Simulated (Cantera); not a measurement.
An adiabatic, constant-volume homogeneous reactor starts with CO : H2 : CH4 : O2 : N2 : H2O = 1 : 0.17 : 0.27 : 1.68 : 6.31 : 0.36 (molar parts), equivalence ratio 0.67, at 1423 K and 1.00 atm. Integrator tolerance rtol = 1e-08.

Cantera simulation using GRI-Mech 3.0 (53 species, 325 reactions); the numbers are that mechanism's predictions, not measurements.

Question: How do the results move with these cheaper or finer settings: rtol 1e-08 to 1e-05; rtol 1e-08 to 0.01?

Answer: 
```tsv
setting	time of steepest temperature rise	temperature at 2.00 s	equilibrium temperature	x(CO) at 2.00 s	integrator steps
as above	0.182 ms	2699 K	2699 K	0.0302	1586
rtol 1e-08 to 1e-05	0.182 ms	2699 K	2699 K	0.0302	879
rtol 1e-08 to 0.01	0.168 ms	2699 K	2699 K	0.0302	516
```
